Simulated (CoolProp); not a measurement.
Vapour-liquid equilibrium of acetone (1) + benzene (2) at 168 kPa; x and y are mole fractions of (1).

The numbers come from the multi-fluid Helmholtz-energy mixture model, Lemmon 2006 and Thol 2012; pair parameters Bell 2016 in CoolProp.

```json
[
 {"x": "0.05", "bubble temperature (K)": "?", "y at the bubble point": "0.121", "dew temperature at overall composition x (K)": "369.4", "liquid density (mol/L)": "10.27"},
 {"x": "0.2", "bubble temperature (K)": "360.8", "y at the bubble point": "0.375", "dew temperature at overall composition x (K)": "?", "liquid density (mol/L)": "10.60"},
 {"x": "0.35", "bubble temperature (K)": "356.2", "y at the bubble point": "?", "dew temperature at overall composition x (K)": "361.5", "liquid density (mol/L)": "10.92"},
 {"x": "0.5", "bubble temperature (K)": "352.7", "y at the bubble point": "0.667", "dew temperature at overall composition x (K)": "357.3", "liquid density (mol/L)": "11.26"},
 {"x": "0.65", "bubble temperature (K)": "349.9", "y at the bubble point": "0.773", "dew temperature at overall composition x (K)": "353.1", "liquid density (mol/L)": "11.62"},
 {"x": "0.8", "bubble temperature (K)": "347.5", "y at the bubble point": "0.872", "dew temperature at overall composition x (K)": "349.2", "liquid density (mol/L)": "?"},
 {"x": "0.95", "bubble temperature (K)": "345.5", "y at the bubble point": "0.968", "dew temperature at overall composition x (K)": "345.8", "liquid density (mol/L)": "12.42"}
]
```

Task: Complete the blanks.

Result: 
- 0.05, bubble temperature (K): 367.6
- 0.2, dew temperature at overall composition x (K): 365.5
- 0.35, y at the bubble point: 0.541
- 0.8, liquid density (mol/L): 12.00

No azeotrope shows between x = 0.05 and 0.95.

The pair parameters rest on a limited set of measurements; away from them the model extrapolates.
